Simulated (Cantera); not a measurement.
What does this Cantera script print?

```python
import numpy as np
import cantera as ct

gas = ct.Solution("gri30.yaml")


def delay(T, t_max=10):
    gas.TPX = T, 900000, {'CO': 1, 'H2': 0.71, 'CH4': 0.38, 'O2': 1.61, 'N2': 6.07}
    reactor = ct.IdealGasReactor(gas, clone=False)
    net = ct.ReactorNet([reactor])
    net.rtol, net.atol = 1e-8, 1e-16
    while net.time < t_max:
        t_old, T_old = net.time, reactor.T
        net.step()
        if reactor.T > T + 400:  # ignition: a rise of 400 K
            return t_old + (T + 400 - T_old) / (reactor.T - T_old) * (net.time - t_old)
    return np.nan


taus = []
for T in [1173, 1223, 1273, 1323, 1373, 1423]:
    taus.append(delay(T))
    print(f"T0 = {T:6g} K   tau = {taus[-1]:.4e} s")
```

Output:

```
T0 =   1173 K   tau = 1.3880e-04 s
T0 =   1223 K   tau = 7.2491e-05 s
T0 =   1273 K   tau = 4.3036e-05 s
T0 =   1323 K   tau = 2.7859e-05 s
T0 =   1373 K   tau = 1.9145e-05 s
T0 =   1423 K   tau = 1.3739e-05 s
```

Computed with Cantera and GRI-Mech 3.0 (53 species, 325 reactions).
